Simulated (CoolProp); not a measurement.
Vapour-liquid equilibrium of CF4 (R14) (1) + CHF3 (R23) (2) at 188.6 K; x and y are mole fractions of (1).

Computed with CoolProp (multi-fluid Helmholtz-energy mixture model, Platzer 1990 and Penoncello 2003; pair parameters Bell 2016). This equation is an older, rougher fit; its heat capacities, sound speeds and derivatives of the liquid may be far off and weren't checked against measurements.

| x | bubble pressure (kPa) | y at the bubble point | dew pressure at overall composition x (kPa) | liquid density (mol/L) |
|---|---|---|---|---|
| 0.05 | 234.1 | 0.629 | 91.98 | 20.46 |
| 0.15 | 457.2 | 0.815 | 102.8 | 19.81 |
| 0.25 | 602.3 | 0.864 | 116.5 | 19.18 |
| 0.35 | 692.4 | 0.885 | 134.4 | 18.57 |
| 0.45 | 748.9 | 0.898 | 158.5 | 17.96 |
| 0.55 | 789.1 | 0.907 | 193.3 | 17.38 |
| 0.65 | 825.5 | 0.916 | 247.6 | 16.81 |
| 0.75 | 866.1 | 0.929 | 343.6 | 16.28 |
| 0.85 | 915.7 | 0.948 | 554.2 | 15.79 |
| 0.95 | 975.6 | 0.978 | 920.8 | 15.37 |

No azeotrope shows between x = 0.05 and 0.95.

The pair parameters rest on a limited set of measurements; away from them the model extrapolates. With so large a gap from Raoult's law the liquid may split in two, which this calculation doesn't test in full.
